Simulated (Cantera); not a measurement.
Adiabatic ignition

An adiabatic, constant-volume homogeneous reactor starts with CH4 : O2 : N2 = 1 : 5.71 : 57.1 (molar parts), at 1675 K and 0.740 bar.

Cantera simulation using GRI-Mech 3.0 (53 species, 325 reactions); the numbers are that mechanism's predictions, not measurements.

```json
[
 {"t (s)": "8.00e-6", "T (K)": "1675", "P (bar)": "0.740", "x CH4": "0.0157", "x O2": "0.0895", "x C2H4": "1.12e-11", "x CH3": "1.56e-6", "x C2H2": "<1e-12", "x CH2": "5.43e-12", "x HCN": "<1e-12"},
 {"t (s)": "2.33e-5", "T (K)": "1675", "P (bar)": "0.740", "x CH4": "0.0157", "x O2": "0.0895", "x C2H4": "6.20e-10", "x CH3": "5.76e-6", "x C2H2": "<1e-12", "x CH2": "3.17e-11", "x HCN": "<1e-12"},
 {"t (s)": "6.79e-5", "T (K)": "1675", "P (bar)": "0.740", "x CH4": "0.0156", "x O2": "0.0895", "x C2H4": "2.55e-8", "x CH3": "2.08e-5", "x C2H2": "4.80e-11", "x CH2": "2.31e-10", "x HCN": "<1e-12"},
 {"t (s)": "0.000198", "T (K)": "1675", "P (bar)": "0.740", "x CH4": "0.0155", "x O2": "0.0894", "x C2H4": "1.40e-6", "x CH3": "9.70e-5", "x C2H2": "7.74e-9", "x CH2": "4.26e-9", "x HCN": "<1e-12"},
 {"t (s)": "0.000577", "T (K)": "1904", "P (bar)": "0.851", "x CH4": "8.12e-9", "x O2": "0.0599", "x C2H4": "<1e-12", "x CH3": "3.50e-9", "x C2H2": "1.56e-11", "x CH2": "1.09e-9", "x HCN": "4.72e-8"},
 {"t (s)": "0.00168", "T (K)": "2069", "P (bar)": "0.917", "x CH4": "<1e-12", "x O2": "0.0571", "x C2H4": "<1e-12", "x CH3": "<1e-12", "x C2H2": "<1e-12", "x CH2": "<1e-12", "x HCN": "<1e-12"},
 {"t (s)": "0.00490", "T (K)": "2104", "P (bar)": "0.930", "x CH4": "<1e-12", "x O2": "0.0576", "x C2H4": "<1e-12", "x CH3": "<1e-12", "x C2H2": "<1e-12", "x CH2": "<1e-12", "x HCN": "<1e-12"},
 {"t (s)": "0.0143", "T (K)": "2106", "P (bar)": "0.931", "x CH4": "<1e-12", "x O2": "0.0577", "x C2H4": "<1e-12", "x CH3": "<1e-12", "x C2H2": "<1e-12", "x CH2": "<1e-12", "x HCN": "<1e-12"},
 {"t (s)": "0.0416", "T (K)": "2106", "P (bar)": "0.931", "x CH4": "<1e-12", "x O2": "0.0576", "x C2H4": "<1e-12", "x CH3": "<1e-12", "x C2H2": "<1e-12", "x CH2": "<1e-12", "x HCN": "<1e-12"},
 {"t (s)": "0.121", "T (K)": "2104", "P (bar)": "0.930", "x CH4": "<1e-12", "x O2": "0.0574", "x C2H4": "<1e-12", "x CH3": "<1e-12", "x C2H2": "<1e-12", "x CH2": "<1e-12", "x HCN": "<1e-12"},
 {"t (s)": "0.353", "T (K)": "2101", "P (bar)": "0.929", "x CH4": "<1e-12", "x O2": "0.0568", "x C2H4": "<1e-12", "x CH3": "<1e-12", "x C2H2": "<1e-12", "x CH2": "<1e-12", "x HCN": "<1e-12"},
 {"t (s)": "1.03", "T (K)": "2095", "P (bar)": "0.926", "x CH4": "<1e-12", "x O2": "0.0558", "x C2H4": "<1e-12", "x CH3": "<1e-12", "x C2H2": "<1e-12", "x CH2": "<1e-12", "x HCN": "<1e-12"},
 {"t (s)": "3.00", "T (K)": "2091", "P (bar)": "0.925", "x CH4": "<1e-12", "x O2": "0.0552", "x C2H4": "<1e-12", "x CH3": "<1e-12", "x C2H2": "<1e-12", "x CH2": "<1e-12", "x HCN": "<1e-12"}
]
```
x: mole fraction; the columns are a selection and need not sum to one.

```json
{
 "time_of_steepest_temperature_rise": "0.546 ms",
 "temperature at 3.00 s": "2091 K",
 "equilibrium_temperature": "2091 K",
 "x(CH4) at 3.00 s": "<1e-12 (gas-phase equilibrium <1e-12)",
 "x(O2) at 3.00 s": "0.0552 (gas-phase equilibrium 0.0551)",
 "x(C2H4) at 3.00 s": "<1e-12 (gas-phase equilibrium <1e-12)"
}
```
